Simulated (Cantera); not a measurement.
**BF3 + H2 + N2 (boron, boron nitride and boron oxide)**

Charge: 1 mol BF3, a varied amount of H2, 0.8 mol N2, at 1200 °C and 0.100 bar.

Cantera equilibrium calculation (NASA polynomials, part measured and part estimated; ideal gas, pure solids and liquids). Candidate condensed phases: B, BN; 31 gas species. N2 is the only nitrogen source here; it is nearly inert below about 1500 K, so the nitride shown seldom forms there in practice. The tables' values for BF2 are old estimates; treat these amounts as uncertain. Kinetics and transport are ignored.

```csv
n(H2) (mol),log p H2,log p BF3,log p N2,log p HF,n BN(s)
1.7,-1.33,-1.57,-1.65,-2.47,0.0364
2.2,-1.27,-1.63,-1.71,-2.47,0.0414
2.9,-1.22,-1.70,-1.78,-2.48,0.0476
3.8,-1.18,-1.78,-1.86,-2.50,0.0544
5,-1.14,-1.87,-1.95,-2.52,0.0623
6.6,-1.11,-1.97,-2.04,-2.56,0.0714
8.7,-1.09,-2.07,-2.14,-2.59,0.0816
12,-1.07,-2.20,-2.26,-2.65,0.0953
15,-1.05,-2.29,-2.35,-2.69,0.106
```
log p: log10 of the partial pressure in bar; n: condensed amount in mol.

From 1.7 mol H2 to 15 mol H2 the condensed part is BN(s). The main B-bearing gas is BF3 throughout. The share of B in condensed phases is highest at 15 mol H2 (10.6 %) and lowest at 1.7 mol H2 (3.6 %).
